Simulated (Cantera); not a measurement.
Charge: 1 mol BCl₃, 6.3 mol H₂, 2.6 mol N₂, equilibrated at 13.3 mbar.

Cantera equilibrium calculation (NASA polynomials, part measured and part estimated; ideal gas, pure solids and liquids). Candidate condensed phases: B, BN, NH₄Cl; 21 gas species. N₂ is the only nitrogen source here; it is nearly inert below about 1500 K, so the nitride shown seldom forms there in practice. The tables' values for BCl, BCl₂ are old estimates; treat these amounts as uncertain. Gases not in the tables: BHCl₂. Rates play no part.

x: gas mole fraction; n: condensed amount in mol.

```csv
T (K),x H₂,x HCl,x N₂,x H,x BCl,x Cl,n BN(s)
948,0.485,0.303,0.212,(withheld),<1e-12,1.88e-9,1.000
1023,0.485,0.303,0.212,(withheld),<1e-12,1.44e-8,1.000
1098,0.485,0.303,0.212,(withheld),<1e-12,8.36e-8,1.000
1173,0.485,0.303,0.212,(withheld),2.57e-11,3.89e-7,1.000
1248,0.485,0.303,0.212,(withheld),5.03e-10,1.51e-6,1.000
1323,0.485,0.303,0.212,(withheld),7.00e-9,5.01e-6,1.000
1398,0.485,0.303,0.212,(withheld),7.33e-8,1.47e-5,1.000
1473,0.485,0.303,0.212,(withheld),6.01e-7,3.86e-5,1.000
1548,0.485,0.303,0.212,(withheld),4.01e-6,9.26e-5,0.999
1623,0.485,0.302,0.212,(withheld),2.23e-5,0.000205,0.999
1698,0.485,0.302,0.212,(withheld),0.000107,0.000422,0.997
1773,0.484,0.300,0.212,(withheld),0.000443,0.000817,0.992
1848,0.484,0.297,0.212,(withheld),0.00163,0.00149,0.978
```

Some entries are withheld; supply them.


- 948, x H: 3.16e-9
- 1023, x H: 2.50e-8
- 1098, x H: 1.49e-7
- 1173, x H: 7.11e-7
- 1248, x H: 2.82e-6
- 1323, x H: 9.56e-6
- 1398, x H: 2.85e-5
- 1473, x H: 7.63e-5
- 1548, x H: 0.000186
- 1623, x H: 0.000417
- 1698, x H: 0.000872
- 1773, x H: 0.00171
- 1848, x H: 0.00319
